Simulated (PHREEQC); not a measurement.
Dissolve 180 mmol/kgw HF, 6.1 mmol/kgw NaF, 0.097 mmol/kgw (NH4)2SiF6 and 150 mmol/kgw HCl at 20 °C. Closed to the air; pH follows from the charge balance.

The numbers come from PHREEQC with the ion-association model, phreeqc.dat.

Each row changes one thing in this solution. No solid was allowed to form.

| case | pH | ionic strength (mol/kgw) | F- (mol/kgw) | HF2- (mol/kgw) | SI of Quartz (SiO2) |
|---|---|---|---|---|---|
| as made | 0.93 | 0.153 | 0.00159 | 0.00106 | -9.52 |
| HCl from 0.15 to 1.5 mol/kgw | -0.04 | 1.50 | 0.000315 | 0.000189 | -8.82 |
| diluted 2-fold with water | 1.21 | 0.0770 | 0.00139 | 0.000464 | -8.42 |
| temperature from 20 to 70 °C | 0.94 | 0.151 | 0.000648 | 0.000520 | -5.98 |
| HCl left out | 1.94 | 0.0191 | 0.0118 | 0.00699 | -10.88 |
| NaF left out | 0.91 | 0.153 | 0.00148 | 0.000956 | -9.40 |
| temperature from 20 to 30 °C | 0.93 | 0.153 | 0.00134 | 0.000972 | -8.81 |
| temperature from 20 to 55 °C | 0.93 | 0.152 | 0.000861 | 0.000688 | -7.05 |
| 0.02 mol/kgw Ca(OH)2 added | 1.06 | 0.174 | 0.00220 | 0.00146 | -9.80 |

The ionic strength passes 0.7 mol/kgw, the rough limit of the ion-association models, in HCl from 0.15 to 1.5 mol/kgw. Some of these states are supersaturated (in Fluorite, for instance). Away from 25 °C the constants follow the database's enthalpies or fits; those with neither stay at their 25 °C values. SiF6-2 is the database's only silicon fluoride.
